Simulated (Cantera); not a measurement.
A perfectly stirred reactor is fed with NO : N2 = 1 : 1.5 (molar parts), at 705 Torr; it is held at 2023 K, and followed from long to short residence time.

Computed with Cantera and GRI-Mech 3.0 (53 species, 325 reactions).

Question: Predict: x(NO) at τ = 12.0 s; x(N2) at τ = 12.0 s; x(N2O) at τ = 12.0 s; x(O2) at τ = 12.0 s; x(O) at τ = 12.0 s; x(NO) at τ = 0.140 s; x(N2) at τ = 0.140 s; x(N2O) at τ = 0.140 s; x(O2) at τ = 0.140 s; x(O) at τ = 0.140 s.

Answer: 
```json
{
 "x(NO) at τ = 12.0 s": "0.0402",
 "x(N2) at τ = 12.0 s": "0.780",
 "x(N2O) at τ = 12.0 s": "1.09e-6",
 "x(O2) at τ = 12.0 s": "0.180",
 "x(O) at τ = 12.0 s": "0.000351",
 "x(NO) at τ = 0.140 s": "0.336",
 "x(N2) at τ = 0.140 s": "0.632",
 "x(N2O) at τ = 0.140 s": "5.24e-5",
 "x(O2) at τ = 0.140 s": "0.0316",
 "x(O) at τ = 0.140 s": "0.000163"
}
```
